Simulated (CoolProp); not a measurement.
Vapour pressure (bar) of octamethylcyclotetrasiloxane (D4): the reference equation beside estimates from Tc = 586.5 K, pc = 13.47 bar, ω = 0.598. Clausius-Clapeyron is anchored at 490 K with a constant enthalpy of vaporisation of 33.57 kJ/mol.

Model: reference Helmholtz-energy equation of state, Thol 2015, in CoolProp.

```tsv
T (K)	reference	Clausius-Clapeyron	van der Waals	Redlich-Kwong	Soave-Redlich-Kwong
458.1	1.273	1.457	4.619	2.788	1.281
463.4	1.444	1.611	4.875	3.031	1.454
468.7	1.632	1.778	5.139	3.288	1.646
474.1	1.842	1.961	5.418	3.566	1.861
479.4	2.069	2.155	___	3.853	2.093
484.7	2.316	2.363	5.992	4.156	2.346
490	2.586	2.586	6.293	4.475	___
495.4	2.884	___	6.609	4.817	2.929
500.7	3.202	3.083	6.929	5.169	3.256
506	3.546	3.355	7.258	5.538	3.610
511.3	3.918	3.644	7.597	5.924	3.993
516.7	4.327	3.958	7.952	6.336	4.414
522	___	___	8.310	6.759	4.860
527.3	5.226	4.631	8.678	7.200	5.339
```

Task: Fill in the missing entries.

Result: 
- 479.4, van der Waals: 5.701
- 490, Soave-Redlich-Kwong: 2.622
- 495.4, Clausius-Clapeyron: 2.829
- 522, reference: 4.760
- 522, Clausius-Clapeyron: 4.285

Absolute difference from the reference over all 14 rows, mean and median: Clausius-Clapeyron 6.8 and 6.7 %, van der Waals 146.8 and 136.3 %, Redlich-Kwong 73.2 and 70.0 %, Soave-Redlich-Kwong 1.4 and 1.5 %.
